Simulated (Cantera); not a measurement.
An adiabatic, constant-pressure homogeneous reactor starts with 8.03 % CH₄, 10.0 % O₂, 81.9 % N₂, equivalence ratio 1.6, at 1050 K and 950000 Pa.

Computed with Cantera and GRI-Mech 3.0 (53 species, 325 reactions).

Q: Predict: time of steepest temperature rise; temperature at 7.00 s; equilibrium temperature; x(O₂) at 7.00 s; x(NO) at 7.00 s; x(O) at 7.00 s.

A: 
```json
{
  "time_of_steepest_temperature_rise": "94.6 ms",
  "temperature at 7.00 s": "1898 K",
  "equilibrium_temperature": "1898 K",
  "x(O₂) at 7.00 s": "4.39e-9 (gas-phase equilibrium 4.39e-9)",
  "x(NO) at 7.00 s": "8.62e-7 (gas-phase equilibrium 8.19e-7)",
  "x(O) at 7.00 s": "6.34e-9 (gas-phase equilibrium 6.34e-9)"
}
```
